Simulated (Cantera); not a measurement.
Input: 1 mol HBr, a varied amount of O2, 3.8 mol H2, equilibrated at 2425 °C and 0.390 bar.

Method: chemical equilibrium by Gibbs-energy minimisation in Cantera with the NASA 1993 tables (ideal gas, pure condensed phases). Candidate condensed phases: Br2, H2O; 12 gas species. The numbers say what is thermodynamically allowed, not how fast it happens.

At 0.81 mol O2, list the 6 most abundant gas species with their mole fractions, and the condensed phases.

H2 0.441, H2O 0.297, Br 0.0994, HBr 0.0909, H 0.0600, OH 0.0103. Condensed: gas only.
